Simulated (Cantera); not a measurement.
What does this Cantera script print?

```python
import numpy as np
import cantera as ct

gas = ct.Solution("h2o2.yaml")
gas.TPX = 1500, 240000, {'H2': 1, 'O2': 0.694, 'N2': 2.61}
reactor = ct.IdealGasConstPressureReactor(gas, energy="on", clone=False)
net = ct.ReactorNet([reactor])
net.rtol, net.atol = 1e-08, 1e-16
show = ['H2', 'O2', 'O', 'H', 'HO2', 'H2O']
times = np.geomspace(3e-06, 1, 15)

steps = ct.SolutionArray(gas, extra=["t"])
rows = []
print(f"{'t/s':>10s}{'T/K':>9s}{'P/Pa':>11s}" + "".join(f"{s:>11s}" for s in show))
for t in times:
    while net.time < t:
        t_next = net.step()
        steps.append(gas.state, t=t_next)
    rows.append([np.interp(t, steps.t, y) for y in (steps.T, steps.P, *steps(*show).X.T)])
    print(f"{t:10.3e}{rows[-1][0]:9.1f}{rows[-1][1]:11.4g}" + "".join(f"{x:11.3e}" for x in rows[-1][2:]))
rate = np.gradient(steps.T, steps.t)
print("integrator steps:", len(steps.t))
if steps.T.max() > steps.T[0] + 200:
    print(f"time of steepest temperature rise: {steps.t[rate.argmax()]:.4e} s")
gas.TPX = 1500, 240000, {'H2': 1, 'O2': 0.694, 'N2': 2.61}
gas.equilibrate("HP")
print(f"equilibrium (HP): T = {gas.T:.1f} K  " + "  ".join(f"{s} {gas[s].X[0]:.3e}" for s in show))
```

It prints:

```
       t/s      T/K       P/Pa         H2         O2          O          H        HO2        H2O
 3.000e-06   1500.3    2.4e+05  2.318e-01  1.610e-01  5.120e-05  2.663e-04  2.069e-05  3.401e-04
 7.441e-06   2008.7    2.4e+05  3.707e-02  5.804e-02  3.050e-02  5.839e-02  4.468e-05  1.615e-01
 1.845e-05   2528.1    2.4e+05  2.658e-02  5.074e-02  1.643e-02  2.039e-02  1.667e-05  1.980e-01
 4.577e-05   2772.3    2.4e+05  1.641e-02  4.815e-02  8.840e-03  7.889e-03  1.676e-05  2.212e-01
 1.135e-04   2804.5    2.4e+05  1.479e-02  4.787e-02  7.857e-03  6.578e-03  1.782e-05  2.246e-01
 2.816e-04   2804.6    2.4e+05  1.478e-02  4.787e-02  7.854e-03  6.574e-03  1.782e-05  2.246e-01
 6.983e-04   2804.6    2.4e+05  1.478e-02  4.787e-02  7.854e-03  6.574e-03  1.782e-05  2.246e-01
 1.732e-03   2804.6    2.4e+05  1.478e-02  4.787e-02  7.854e-03  6.574e-03  1.782e-05  2.246e-01
 4.296e-03   2804.6    2.4e+05  1.478e-02  4.787e-02  7.854e-03  6.574e-03  1.782e-05  2.246e-01
 1.065e-02   2804.6    2.4e+05  1.478e-02  4.787e-02  7.854e-03  6.574e-03  1.782e-05  2.246e-01
 2.643e-02   2804.6    2.4e+05  1.478e-02  4.787e-02  7.854e-03  6.574e-03  1.782e-05  2.246e-01
 6.554e-02   2804.6    2.4e+05  1.478e-02  4.787e-02  7.854e-03  6.574e-03  1.782e-05  2.246e-01
 1.626e-01   2804.6    2.4e+05  1.478e-02  4.787e-02  7.854e-03  6.574e-03  1.782e-05  2.246e-01
 4.032e-01   2804.6    2.4e+05  1.478e-02  4.787e-02  7.854e-03  6.574e-03  1.782e-05  2.246e-01
 1.000e+00   2804.6    2.4e+05  1.478e-02  4.787e-02  7.854e-03  6.574e-03  1.782e-05  2.246e-01
integrator steps: 1096
time of steepest temperature rise: 5.6366e-06 s
equilibrium (HP): T = 2804.6 K  H2 1.478e-02  O2 4.787e-02  O 7.854e-03  H 6.574e-03  HO2 1.782e-05  H2O 2.246e-01
```

Model: the H2/O2 subset of GRI-Mech 3.0, which has no nitrogen chemistry, integrated in Cantera. The hydrogen kinetics of GRI-Mech 3.0 are dated; newer H2 mechanisms differ, most at raised pressure.
